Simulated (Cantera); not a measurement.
A freely propagating, adiabatic, planar premixed flame of CH4 : O2 : N2 = 1 : 1.67 : 7.67 (molar parts), equivalence ratio 1.2, unburnt at 675 K and 14000 Pa; mixture-averaged transport, grid criteria slope 0.08 and curve 0.16, no radiation.

Model: GRI-Mech 3.0 (53 species, 325 reactions), integrated in Cantera. Burning velocities carry a grid error of a few per cent, more on coarse grids.

Problem. What does this change do: inlet temperature 675 to 650 K?

Solution. 
| quantity | before | after |
|---|---|---|
| laminar burning velocity | 170 cm/s | 157 cm/s |
| thermal thickness | 2.14 mm | 2.17 mm |
| peak x(C2H) | 8.26e-7 | 7.56e-7 |
| peak x(HCN) | 1.00e-5 | 9.78e-6 |

Problem. What does this change do: inlet temperature 675 to 550 K?

Solution. 
| quantity | before | after |
|---|---|---|
| laminar burning velocity | 170 cm/s | 113 cm/s |
| thermal thickness | 2.14 mm | 2.33 mm |
| peak x(C2H) | 8.26e-7 | 5.29e-7 |
| peak x(HCN) | 1.00e-5 | 8.80e-6 |
